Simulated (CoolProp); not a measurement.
Vapour-liquid equilibrium of R1234yf (1) + R134a (2) at -2.05 °C; x and y are mole fractions of (1).

Computed with CoolProp (multi-fluid Helmholtz-energy mixture model, Lemmon 2022 and Tillner-Roth 1994; pair parameters Bell 2022).

```csv
x,bubble pressure (kPa),y at the bubble point,dew pressure at overall composition x (kPa),liquid density (mol/L)
0.05,276.5,0.065,275.4,12.60
0.125,282.8,0.153,280.9,12.38
0.2,288.1,0.234,285.9,12.17
0.275,292.4,0.310,290.5,11.97
0.35,295.9,0.381,294.4,11.77
0.425,298.5,0.450,297.6,11.58
0.5,300.5,0.518,300.0,11.40
0.575,301.7,0.584,301.6,11.23
0.65,302.2,0.651,302.2,11.06
0.725,302.0,0.720,301.9,10.90
0.8,301.0,0.791,300.9,10.75
0.875,299.3,0.865,299.0,10.60
0.95,296.7,0.944,296.5,10.46
```

y crosses x between x = 0.65 and 0.725: the model has an azeotrope there.

Pair parameters are fitted to limited data, so mixtures are less certain than the pure fluids.
